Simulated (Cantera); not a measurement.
Input (Python, Cantera) and output of one run.

```python
import numpy as np
import cantera as ct

gas_names = """
    H HNO HNO2 HNO3 HO2 H2 H2O H2O2 N NH NH2 NH3 NH2OH NO NO2 NO3 N2 N2H2 N2H4 N2O O OH O2 O3 Si SiH
    SiH2 SiH3 SiH4 SiN SiO SiO2 Si2 Si2N Si3
""".split()
cond_names = """
    H2O(s) H2O(L) Si(cr) Si(L) SiO2(Lqz) SiO2(hqz) SiO2(L) Si2N2O(s) Si3N4(a)
""".split()


# ... load() reads the species with a 1 bar reference pressure and builds the phases ...
atoms = {
    'SiH4': {'Si': 1, 'H': 4},
    'O2': {'O': 2},
    'N2': {'N': 2},
}
top_T = {'Si2N2O(s)': 2100, 'Si3N4(a)': 2400}  # K; cautious upper limits of use, not melting points


# ... equilibrate(T, P, feed) seeds the gas with the atoms and calls Mixture.equilibrate('TP', solver="vcs", rtol=1e-11, max_steps=5000) ...
results = []
feed = {'SiH4': 1, 'O2': 0.24, 'N2': 19}  # mol
P = 120  # Pa
for T in [798, 948, 1098, 1248, 1398, 1548, 1698, 1848, 1998]:
    mix = equilibrate(T, P, feed)
    results.append((T, P, feed, dict(zip(mix.species_names, mix.species_moles))))

top = {s: max(r[3][s] / sum(r[3][g] for g in gas_names) for r in results) for s in gas_names}
cols = sorted((s for s in top if top[s] > 0.0001), key=lambda s: -top[s])[:7]
seen = [c for c in cond_names if any(r[3].get(c, 0) > 1e-12 for r in results)]
print("log10 of partial pressures in bar; condensed amounts in mol")
print(f"{'T/K':>10s}" + "".join(f"{s[:9]:>10s}" for s in cols + seen))
for T, P, feed, n in results:
    ng = sum(n[g] for g in gas_names)
    print(f"{T:10.4g}" + "".join(f"{np.log10(max(n[s] / ng * P / 1e5, 1e-99)):10.3f}" for s in cols)
          + "".join(f"{n.get(c, 0):10.4g}" for c in seen))
```

It prints:

```
log10 of partial pressures in bar; condensed amounts in mol
       T/K        N2        H2        Si       SiO         H       SiN      Si2N     Si(L) Si2N2O(s)  Si3N4(a)
       798    -2.965    -3.931   -30.188   -24.451   -13.540   -29.125   -38.194         0      0.48   0.01333
       948    -2.965    -3.931   -22.962   -18.346   -11.246   -22.721   -28.953         0      0.48   0.01333
      1098    -2.965    -3.931   -17.721   -13.931    -9.572   -18.079   -22.256         0      0.48   0.01333
      1248    -2.965    -3.931   -13.749   -10.594    -8.296   -14.562   -17.187         0      0.48   0.01333
      1398    -2.965    -3.932   -10.639    -7.985    -7.291   -11.810   -13.221         0    0.4798   0.01339
      1548    -2.966    -3.933    -8.139    -5.892    -6.478    -9.599   -10.039         0    0.4581   0.02059
      1698    -2.975    -3.955    -6.183    -4.572    -5.817    -7.885    -7.627    0.5068         0         0
      1848    -2.977    -3.966    -5.203    -4.575    -5.259    -7.105    -6.921    0.3977         0         0
      1998    -2.987    -3.999    -4.569    -4.585    -4.794    -6.645    -6.724         0         0         0
```

Equilibrium computed with Cantera from the NASA thermochemical tables; the gas is ideal and each condensed phase is pure. N2 is the only nitrogen source here; it is nearly inert below about 1500 K, so the nitride shown seldom forms there in practice. Mutual solubility and eutectic melting of coexisting phases are not modelled. The tables' values for SiN are old estimates; treat these amounts as uncertain.
